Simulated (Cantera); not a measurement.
A closed system holds: 1 mol C3H8, 0.26 mol O2, at 3.08 Torr.

Cantera equilibrium calculation (NASA polynomials, part measured and part estimated; ideal gas, pure solids and liquids). Candidate condensed phases: C, C6H6, C7H8, C8H18, H2O; 110 gas species. Rates play no part.

x: gas mole fraction; n: condensed amount in mol.

```json
[
 {"T (K)": "1450", "x H2": "0.885", "x H": "0.000139", "x CO": "0.115", "x C2H2 (acetylene)": "…", "n C(graphite)": "2.48"},
 {"T (K)": "1550", "x H2": "0.884", "x H": "0.000463", "x CO": "0.115", "x C2H2 (acetylene)": "…", "n C(graphite)": "2.48"},
 {"T (K)": "1650", "x H2": "0.884", "x H": "0.00133", "x CO": "0.115", "x C2H2 (acetylene)": "…", "n C(graphite)": "2.48"},
 {"T (K)": "1750", "x H2": "0.882", "x H": "0.00341", "x CO": "0.115", "x C2H2 (acetylene)": "…", "n C(graphite)": "2.48"},
 {"T (K)": "1850", "x H2": "0.877", "x H": "0.00788", "x CO": "0.115", "x C2H2 (acetylene)": "…", "n C(graphite)": "2.48"},
 {"T (K)": "1950", "x H2": "0.869", "x H": "0.0167", "x CO": "0.114", "x C2H2 (acetylene)": "…", "n C(graphite)": "2.48"},
 {"T (K)": "2050", "x H2": "0.853", "x H": "0.0327", "x CO": "0.113", "x C2H2 (acetylene)": "…", "n C(graphite)": "2.47"},
 {"T (K)": "2150", "x H2": "0.827", "x H": "0.0599", "x CO": "0.112", "x C2H2 (acetylene)": "…", "n C(graphite)": "2.46"},
 {"T (K)": "2250", "x H2": "0.785", "x H": "0.103", "x CO": "0.109", "x C2H2 (acetylene)": "…", "n C(graphite)": "2.45"},
 {"T (K)": "2350", "x H2": "0.725", "x H": "0.166", "x CO": "0.106", "x C2H2 (acetylene)": "…", "n C(graphite)": "2.44"},
 {"T (K)": "2450", "x H2": "0.642", "x H": "0.251", "x CO": "0.101", "x C2H2 (acetylene)": "…", "n C(graphite)": "2.42"}
]
```

Complete the blanks.


- 1450, x C2H2 (acetylene): 4.31e-6
- 1550, x C2H2 (acetylene): 1.42e-5
- 1650, x C2H2 (acetylene): 4.03e-5
- 1750, x C2H2 (acetylene): 0.000101
- 1850, x C2H2 (acetylene): 0.000229
- 1950, x C2H2 (acetylene): 0.000475
- 2050, x C2H2 (acetylene): 0.000906
- 2150, x C2H2 (acetylene): 0.00160
- 2250, x C2H2 (acetylene): 0.00263
- 2350, x C2H2 (acetylene): 0.00400
- 2450, x C2H2 (acetylene): 0.00560
